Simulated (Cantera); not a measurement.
**Equilibrium for halide evaporation, hydrolysis and transport: FeCl₂ + H₂ + N₂**

Feed: 1 mol FeCl₂, 6.7 mol H₂, 0.51 mol N₂, at 1.50 mbar.

Method: chemical equilibrium by Gibbs-energy minimisation in Cantera with the NASA 1993 tables (ideal gas, pure condensed phases). Candidate condensed phases: Fe, FeCl₂, FeCl₃, NH₄Cl; 18 gas species. Rates play no part.

| T (K) | log p H₂ | log p HCl | log p N₂ | log p FeCl₂ | log p H | log p Fe | log p Cl | log p FeCl | n Fe(α) | n Fe(γ) |
|---|---|---|---|---|---|---|---|---|---|---|
| 1025 | -2.97 | -3.49 | -4.03 | -4.70 | -9.85 | -13.31 | -10.40 | -13.97 | 0.892 | 0 |
| 1125 | -2.97 | -3.51 | -4.03 | -4.57 | -8.84 | -11.47 | -9.42 | -12.48 | 0.853 | 0 |
| 1225 | -2.97 | -3.53 | -4.03 | -4.48 | -7.99 | -9.95 | -8.61 | -11.24 | 0 | 0.817 |
| 1325 | -2.97 | -3.54 | -4.03 | -4.40 | -7.27 | -8.66 | -7.92 | -10.21 | 0 | 0.783 |
| 1425 | -2.96 | -3.56 | -4.03 | -4.34 | -6.65 | -7.55 | -7.33 | -9.32 | 0 | 0.752 |
| 1525 | -2.96 | -3.58 | -4.03 | -4.30 | -6.11 | -6.60 | -6.82 | -8.55 | 0 | 0.723 |
| 1625 | -2.96 | -3.59 | -4.03 | -4.26 | -5.63 | -5.76 | -6.37 | -7.88 | 0 | 0.691 |
log p: log10 of the partial pressure in bar; n: condensed amount in mol.

From 1025 K to 1125 K the condensed part is Fe(α). From 1225 K to 1625 K the condensed part is Fe(γ). The main Fe-bearing gas is FeCl₂ throughout. The share of Fe in condensed phases is highest at 1025 K (89.2 %) and lowest at 1625 K (69.1 %).
